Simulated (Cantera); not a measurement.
What does this Cantera script print?

```python
import numpy as np
import cantera as ct

gas = ct.Solution("gri30.yaml")
gas.TPX = 1773, 500000, {'CO': 1, 'H2': 0.069, 'CH4': 0.8, 'O2': 6.28, 'N2': 23.6}
reactor = ct.IdealGasReactor(gas, energy="on", clone=False)
net = ct.ReactorNet([reactor])
net.rtol, net.atol = 1e-08, 1e-16
show = ['CO', 'H2', 'CH4', 'HCN', 'NO2', 'H2O']
times = np.geomspace(2e-06, 0.5, 13)

steps = ct.SolutionArray(gas, extra=["t"])
rows = []
print(f"{'t/s':>10s}{'T/K':>9s}{'P/Pa':>11s}" + "".join(f"{s:>11s}" for s in show))
for t in times:
    while net.time < t:
        t_next = net.step()
        steps.append(gas.state, t=t_next)
    rows.append([np.interp(t, steps.t, y) for y in (steps.T, steps.P, *steps(*show).X.T)])
    print(f"{t:10.3e}{rows[-1][0]:9.1f}{rows[-1][1]:11.4g}" + "".join(f"{x:11.3e}" for x in rows[-1][2:]))
rate = np.gradient(steps.T, steps.t)
print("integrator steps:", len(steps.t))
if steps.T.max() > steps.T[0] + 200:
    print(f"time of steepest temperature rise: {steps.t[rate.argmax()]:.4e} s")
gas.TPX = 1773, 500000, {'CO': 1, 'H2': 0.069, 'CH4': 0.8, 'O2': 6.28, 'N2': 23.6}
gas.equilibrate("UV")
print(f"equilibrium (UV): T = {gas.T:.1f} K  " + "  ".join(f"{s} {gas[s].X[0]:.3e}" for s in show))
```

Result:

```
       t/s      T/K       P/Pa         CO         H2        CH4        HCN        NO2        H2O
 2.000e-06   1772.9      5e+05  3.149e-02  2.174e-03  2.517e-02  1.702e-14  5.603e-16  1.279e-05
 5.635e-06   1772.9      5e+05  3.148e-02  2.174e-03  2.504e-02  2.672e-13  2.126e-14  8.581e-05
 1.587e-05   1784.0  5.033e+05  3.164e-02  2.387e-03  2.273e-02  7.635e-11  4.299e-12  1.913e-03
 4.472e-05   2591.3  7.252e+05  6.551e-03  7.983e-04  2.271e-18  7.617e-12  5.598e-07  4.711e-02
 1.260e-04   2636.0  7.356e+05  4.006e-03  5.535e-04  1.087e-18  6.396e-12  2.156e-06  4.831e-02
 3.550e-04   2630.6   7.34e+05  3.932e-03  5.447e-04  1.032e-18  7.319e-12  6.416e-06  4.840e-02
 1.000e-03   2619.1  7.306e+05  3.779e-03  5.263e-04  9.199e-19  8.772e-12  1.551e-05  4.858e-02
 2.817e-03   2603.8   7.26e+05  3.581e-03  5.023e-04  7.865e-19  9.833e-12  2.741e-05  4.881e-02
 7.937e-03   2597.0   7.24e+05  3.496e-03  4.920e-04  7.326e-19  1.006e-11  3.263e-05  4.891e-02
 2.236e-02   2596.7  7.239e+05  3.492e-03  4.915e-04  7.302e-19  1.007e-11  3.286e-05  4.892e-02
 6.300e-02   2596.7  7.239e+05  3.492e-03  4.915e-04  7.302e-19  1.007e-11  3.286e-05  4.892e-02
 1.775e-01   2596.7  7.239e+05  3.492e-03  4.915e-04  7.302e-19  1.007e-11  3.286e-05  4.892e-02
 5.000e-01   2596.7  7.239e+05  3.492e-03  4.915e-04  7.302e-19  1.007e-11  3.286e-05  4.892e-02
integrator steps: 1605
time of steepest temperature rise: 2.3021e-05 s
equilibrium (UV): T = 2596.7 K  CO 3.492e-03  H2 4.915e-04  CH4 1.092e-18  HCN 1.007e-11  NO2 3.286e-05  H2O 4.892e-02
```

Cantera simulation using GRI-Mech 3.0 (53 species, 325 reactions); the numbers are that mechanism's predictions, not measurements.
